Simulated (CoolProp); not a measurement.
CF4 (R14) at 229 K and 0.182 MPa flows at 0.91 m/s in a round tube of 50 mm bore and 45 µm roughness, fully developed (64/Re and Nu = 3.66 if laminar; Colebrook and Gnielinski if turbulent). Each further row changes one setting.

Model: reference Helmholtz-energy equation of state, Platzer 1990, in CoolProp. This equation is an older, rougher fit.

```tsv
case	Reynolds number	Darcy friction factor	pressure drop (Pa/m)	heat-transfer coefficient (W/(m² K))	mass flow (kg/h)
as stated	28500	0.0260	1.84	[?]	[?]
velocity 1.82 m/s	57000	[?]	[?]	29.9	[?]
diameter 100 mm	57000	[?]	[?]	14.0	[?]
```

**Question.** Fill in the missing entries.

**Answer.** 
- as stated, heat-transfer coefficient (W/(m² K)): 16.5
- as stated, mass flow (kg/h): 55.0
- velocity 1.82 m/s, Darcy friction factor: 0.0233
- velocity 1.82 m/s, pressure drop (Pa/m): 6.60
- velocity 1.82 m/s, mass flow (kg/h): 110
- diameter 100 mm, Darcy friction factor: 0.0219
- diameter 100 mm, pressure drop (Pa/m): 0.776
- diameter 100 mm, mass flow (kg/h): 220

Viscosity comes from a separate model (Huber 2003), an estimate that may be off by 10 % or more. Thermal conductivity comes from a separate model (Huber 2003), an estimate that may be off by 10 % or more.
